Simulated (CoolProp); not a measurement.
R1234ze(Z) at several states: Z from the reference equation and from simpler models built on Tc = 150.1 °C, pc = 3.531 MPa, ω = 0.327; each cubic takes its own stable root.

Computed with CoolProp (reference Helmholtz-energy equation of state, Akasaka 2019).

```
T (°C)  p (MPa)  phase  reference  Pitzer virial  van der Waals  Redlich-Kwong  Soave-Redlich-Kwong  Peng-Robinson
------  -------  -----  ---------  -------------  -------------  -------------  -------------------  -------------
82.55    0.0728    gas     0.9853         0.9866         0.9907         0.9884               0.9874         0.9865
156.65    0.258    gas        ___         0.9758            ___         0.9758               0.9760            ___
94.65     0.274    gas        ___            ___            ___         0.9594                  ___            ___
```

Question: What belongs in the gaps?

Answer: 
- 156.65, reference: 0.9736
- 156.65, van der Waals: 0.9787
- 156.65, Peng-Robinson: 0.9733
- 94.65, reference: 0.9499
- 94.65, Pitzer virial: 0.9552
- 94.65, van der Waals: 0.9668
- 94.65, Soave-Redlich-Kwong: 0.9564
- 94.65, Peng-Robinson: 0.9530
